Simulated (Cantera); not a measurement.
Equilibrium for carbon deposition, reforming and gasification: C₆H₆ + CO₂ + H₂

Input: 1 mol C₆H₆, 2.6 mol CO₂, 5.9 mol H₂, held at 38.0 bar.

Method: chemical equilibrium by Gibbs-energy minimisation in Cantera with the NASA 1993 tables (ideal gas, pure condensed phases). Candidate condensed phases: C, C₆H₆, C₇H₈, C₈H₁₈, H₂O; 110 gas species. The ideal-gas law is rough above about 30 bar. The numbers say what is thermodynamically allowed, not how fast it happens.

```tsv
T (K)	x H₂	x CO	x CH₄	x H₂O	x CO₂	x C₂H₂ (acetylene)	x H	n C(graphite)
1448	0.571	0.363	0.0413	0.0199	0.00535	2.71e-6	1.13e-6	3.19
1498	0.582	0.367	0.0334	0.0141	0.00345	5.13e-6	2.13e-6	3.19
1548	0.591	0.369	0.0273	0.0102	0.00228	9.28e-6	3.84e-6	3.20
1598	0.599	0.370	0.0224	0.00745	0.00154	1.61e-5	6.68e-6	3.21
1648	0.604	0.370	0.0186	0.00554	0.00106	2.70e-5	1.12e-5	3.23
1698	0.609	0.371	0.0155	0.00418	0.000747	4.39e-5	1.83e-5	3.25
1748	0.612	0.371	0.0131	0.00321	0.000538	6.91e-5	2.90e-5	3.27
1798	0.615	0.371	0.0111	0.00249	0.000394	0.000106	4.48e-5	3.28
1848	0.617	0.371	0.00954	0.00197	0.000294	0.000159	6.76e-5	3.29
1898	0.619	0.370	0.00823	0.00157	0.000223	0.000233	9.98e-5	3.30
1948	0.620	0.370	0.00716	0.00127	0.000172	0.000334	0.000144	3.31
1998	0.622	0.370	0.00626	0.00103	0.000134	0.000471	0.000205	3.31
```
x: gas mole fraction; n: condensed amount in mol.

From 1448 K to 1998 K the condensed part is C(graphite). The main C-bearing gas is CO throughout.
